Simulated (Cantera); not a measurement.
Charge: 1 mol Ti(OiPr)4, 0.41 mol O2, held at 1127 °C and 1.50 mbar.

Cantera equilibrium calculation (NASA polynomials, part measured and part estimated; ideal gas, pure solids and liquids). Candidate condensed phases: C, C6H6, C7H8, C8H18, H2O, Ti, TiC, TiO, TiO2, Ti2O3, Ti3O5, Ti4O7; 113 gas species. The feed counts by its element totals alone. TiC: taken at fixed stoichiometry. The numbers say what is thermodynamically allowed, not how fast it happens.

Base state: H2 0.744, CO 0.256, H 0.000108 (mole fractions); condensed: C(graphite) + TiC(s).

### Question
What changes in the equilibrium state with this change: O2 from 0.41 to 4.9 mol?

### Answer
```
species             before     after
----------------  --------  --------
H2                   0.744     0.537
CO                   0.256     0.461
H2O                1.06e-6   0.00138
CO2                1.69e-7  0.000545
H                 0.000108   9.20e-5
C(graphite), mol      6.18         0
TiC(s), mol           1.00         0
Ti4O7(s), mol            0     0.250
```
Condensed phases not in the tables: Magnéli phases beyond Ti4O7.
